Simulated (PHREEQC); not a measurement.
**Hard or scaling water: an equilibrium model**

A solution holds 0.0028 mol CaCl2, 0.00047 mol Na2SO4 and 0.09 mol KCl per kg of water, at 20 °C. Closed to the air; pH follows from the charge balance.

All values are PHREEQC results (ion-association model, phreeqc.dat), not measurements.

```json
{
 "ionic_strength": "0.0995 mol/kgw",
 "specific_conductance": "10600 µS/cm",
 "density": "1.003 g/cm³"
}
```

| species | molality | activity | log γ |
|---|---|---|---|
| Cl- | 0.0956 | 0.0735 | -0.114 |
| K+ | 0.0899 | 0.0689 | -0.116 |
| Ca+2 | 0.00278 | 0.00109 | -0.404 |
| Na+ | 0.000939 | 0.000739 | -0.104 |
| SO4-2 | 0.000367 | 0.000138 | -0.425 |
| KSO4- | 7.73e-5 | 6.11e-5 | -0.102 |
| CaSO4 | 2.52e-5 | 2.58e-5 | 0.010 |
| NaSO4- | 6.26e-7 | 4.95e-7 | -0.102 |

This is a speciation only: nothing precipitates in the calculation. Species that the database lacks are ignored.
